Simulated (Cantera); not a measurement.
Cantera run:

```python
import numpy as np
import cantera as ct

gas_names = [...]  # 113 gases of nasa_gas.yaml made of C, Cu, H, O
cond_names = """
    C(gr) C6H6(L) C7H8(L) C8H18(L),n-octa Cu(cr) Cu(L) CuO(s) CuO2H2(s) Cu2O(s) Cu2O(L) H2O(s) H2O(L)
""".split()


# ... load() reads the species with a 1 bar reference pressure and builds the phases ...
atoms = {
    'CuO': {'Cu': 1, 'O': 1},
    'C': {'C': 1},
    'H2': {'H': 2},
}
top_T = {'C(gr)': 4500, 'CuO(s)': 1390}  # K; cautious upper limits of use, not melting points


# ... equilibrate(T, P, feed) seeds the gas with the atoms and calls Mixture.equilibrate('TP', solver="vcs", rtol=1e-11, max_steps=5000) ...
results = []
T = 2548  # K
P = 1000  # Pa
for m in [0.56, 1.6, 2.6, 3.6, 4.6, 5.6, 6.7, 7.7, 8.7, 9.7, 11, 12, 13]:
    feed = {'CuO': 1, 'C': 0.99, 'H2': m}  # mol
    mix = equilibrate(T, P, feed)
    results.append((T, P, feed, dict(zip(mix.species_names, mix.species_moles))))

top = {s: max(r[3][s] / sum(r[3][g] for g in gas_names) for r in results) for s in gas_names}
cols = sorted((s for s in top if top[s] > 0.001), key=lambda s: -top[s])[:9]
seen = [c for c in cond_names if any(r[3].get(c, 0) > 1e-12 for r in results)]
print("log10 of partial pressures in bar; condensed amounts in mol")
print(f"{'n(H2)':>10s}" + "".join(f"{s[:9]:>10s}" for s in cols + seen))
for T, P, feed, n in results:
    ng = sum(n[g] for g in gas_names)
    print(f"{feed['H2']:10.4g}" + "".join(f"{np.log10(max(n[s] / ng * P / 1e5, 1e-99)):10.3f}" for s in cols)
          + "".join(f"{n.get(c, 0):10.4g}" for c in seen))
```

Result:

```
log10 of partial pressures in bar; condensed amounts in mol
     n(H2)        H2        Cu        CO         H       H2O
      0.56    -2.838    -2.433    -2.438    -2.929    -4.656
       1.6    -2.498    -2.595    -2.600    -2.759    -4.705
       2.6    -2.388    -2.707    -2.712    -2.703    -4.791
       3.6    -2.329    -2.796    -2.801    -2.674    -4.869
       4.6    -2.293    -2.870    -2.874    -2.656    -4.935
       5.6    -2.268    -2.933    -2.937    -2.644    -4.994
       6.7    -2.248    -2.993    -2.997    -2.634    -5.051
       7.7    -2.235    -3.041    -3.045    -2.627    -5.097
       8.7    -2.224    -3.084    -3.089    -2.622    -5.138
       9.7    -2.216    -3.124    -3.128    -2.618    -5.176
        11    -2.207    -3.170    -3.175    -2.613    -5.221
        12    -2.201    -3.203    -3.207    -2.610    -5.253
        13    -2.196    -3.233    -3.237    -2.608    -5.282
```

Cantera equilibrium calculation (NASA polynomials, part measured and part estimated; ideal gas, pure solids and liquids).
